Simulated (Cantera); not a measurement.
A closed system holds: 1 mol C2F6, 1.9 mol H2, at 100 Torr.

These are equilibrium values from Cantera (NASA tables, ideal gas, pure condensed phases), not measurements of a reactor. Candidate condensed phases: C, C6H6, C7H8, C8H18; 95 gas species. The feed counts by its element totals alone. Gases not in the tables: C2F6 and larger saturated fluorocarbons. Equilibrium is a limit: real reactors are often held back by kinetics, nucleation or transport. All values below are at 2000 K.

Base state: HF 0.867, CF4 0.119, CF2 0.0105, F 0.00301, CF3 0.000972, CF 1.39e-5, CHF3 1.16e-5 (mole fractions); condensed: C(graphite).

Problem. What changes in the equilibrium state with this change: H2 from 1.9 to 4.6 mol?

Solution. 
```
species             before     after
----------------  --------  --------
HF                   0.867     0.789
H2                 2.79e-7     0.209
H                  2.35e-6   0.00204
CF4                  0.119     <1e-9
CF2                 0.0105   1.16e-8
CF3               0.000972     <1e-9
C2H2 (acetylene)     <1e-9  0.000161
CHF3               1.16e-5     <1e-9
F                  0.00301   3.16e-6
CF                 1.39e-5   1.47e-8
C(graphite), mol      1.43      2.00
```

Problem. What changes in the equilibrium state with this change: C2F6 replaced by CF4?

Solution. 
| species | before | after |
|---|---|---|
| HF | 0.867 | 0.984 |
| CF4 | 0.119 | 0.0108 |
| CF2 | 0.0105 | 0.00318 |
| CF3 | 0.000972 | 0.000161 |
| CHF3 | 1.16e-5 | 3.97e-6 |
| F | 0.00301 | 0.00165 |
| CF | 1.39e-5 | 7.66e-6 |
| C(graphite), mol | 1.43 | 0.945 |
